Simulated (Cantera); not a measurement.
Feed: 1 mol BF₃, 0.21 mol N₂, at 777 °C and 10.0 mbar.

Method: chemical equilibrium by Gibbs-energy minimisation in Cantera with the NASA 1993 tables (ideal gas, pure condensed phases). Candidate condensed phases: B, BN; 13 gas species. The numbers say what is thermodynamically allowed, not how fast it happens.

**Question.** What is the equilibrium state?

**Answer.** 
```
Item                                Result
-------------------------------  ---------
x(BF₃)                               0.826
x(N₂)                                0.174
gas amount                       1.210 mol
log10 activity of B(s) (absent)     -20.31
```
